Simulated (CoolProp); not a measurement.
Aqueous magnesium chloride as a coolant, at 21 °C, 1 atm.

Model: Melinder's fits for secondary coolants, in CoolProp.

```
mass %  freezing point (°C)  viscosity (mPa s)  cp (kJ/(kg K))  conductivity (W/(m K))  density (kg/m³)
------  -------------------  -----------------  --------------  ----------------------  ---------------
4.2                    -2.5               1.16           3.941                   0.591             1033
6.7                    -4.4               1.24           3.797                   0.586             1054
9.3                    -7.3               1.40           3.649                   0.580             1077
11.8                  -11.0               1.62           3.512                   0.573             1099
14.4                  -15.6               1.86           3.377                   0.566             1122
16.9                  -20.8               2.08           3.255                   0.559             1145
19.4                  -27.0               2.39           3.140                   0.551             1169
22                    -35.4               3.40           3.022                   0.543             1195
24.5                  -47.2               8.24           2.902                   0.533             1222
27.1                  -66.0               64.9           2.756                   0.517             1255
```
